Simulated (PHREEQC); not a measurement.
Make-up at 25 °C: 1 mol/kgw LiBr, 0.08 mol/kgw CaCl2 and 0.00063 mol/kgw H4SiO4. Closed to the air; pH follows from the charge balance.

Equilibrium calculation in PHREEQC: Pitzer model, pitzer.dat.

Precipitation was switched off in this run.

**Question.** Estimate the pH.

**Answer.** pH 6.15.

In brines, pH and single-ion activities rest on the MacInnes convention.
